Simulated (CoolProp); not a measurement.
Vapour-liquid equilibrium of n-heptane (1) + m-xylene (2) at 8.88 bar; x and y are mole fractions of (1).

The numbers come from the multi-fluid Helmholtz-energy mixture model, Span 2003 and Zhou 2012; pair parameters Bell 2016 in CoolProp.

| x | bubble temperature (K) | y at the bubble point | dew temperature at overall composition x (K) | liquid density (mol/L) |
|---|---|---|---|---|
| 0.05 | 512.4 | 0.099 | 514.5 | 5.940 |
| 0.15 | 505.0 | 0.265 | 510.1 | 5.860 |
| 0.25 | 498.6 | 0.399 | 505.6 | 5.772 |
| 0.35 | 493.1 | 0.511 | 501.0 | 5.678 |
| 0.45 | 488.2 | 0.608 | 496.1 | 5.581 |
| 0.55 | 483.8 | 0.693 | 491.2 | 5.481 |
| 0.65 | 479.7 | 0.770 | 486.0 | 5.382 |
| 0.75 | 476.0 | 0.841 | 480.8 | 5.282 |
| 0.85 | 472.4 | 0.907 | 475.5 | 5.183 |
| 0.95 | 469.1 | 0.970 | 470.1 | 5.085 |

No azeotrope shows between x = 0.05 and 0.95.

Pair parameters are fitted to limited data, so mixtures are less certain than the pure fluids.
